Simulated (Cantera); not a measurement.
A closed system holds: 1 mol SO₂, 0.7 mol O₂, held at 1975 °C and 0.110 bar.

Cantera equilibrium calculation (NASA polynomials, part measured and part estimated; ideal gas, pure solids and liquids). Equilibrium is a limit: real reactors are often held back by kinetics, nucleation or transport.

```
species    before    after
-------  --------  -------
SO₂         0.582    0.585
O₂          0.408    0.410
O         0.00702  0.00233
SO₃      0.000374  0.00114
SO        0.00301  0.00100
```
Gas species are given as mole fractions.

Q: What was changed between the two runs?
A. temperature from 1975 °C to 3150 °C
B. pressure from 0.110 bar to 10.0 mbar
C. pressure from 0.110 bar to 1.00 bar
D. temperature from 1975 °C to 675 °C

A: C, pressure from 0.110 bar to 1.00 bar
